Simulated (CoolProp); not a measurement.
The numbers come from the reference Helmholtz-energy equation of state, Platzer 1990 in CoolProp. This equation is an older, rougher fit; its heat capacities, sound speeds and derivatives of the liquid may be far off and weren't checked against measurements.

Question: Give the vapour pressure (bar), liquid density (kg/m³), vapour density (kg/m³), enthalpy of vaporisation (kJ/kg) of saturated c-C4F8 (RC318) at 278.6, 329.5 K.

Answer: 
```csv
T (K),p (bar),liquid density (kg/m³),vapour density (kg/m³),enthalpy of vaporisation (kJ/kg)
278.6,1.59,1570,14.6,112
329.5,7.65,1360,69.4,88.2
```
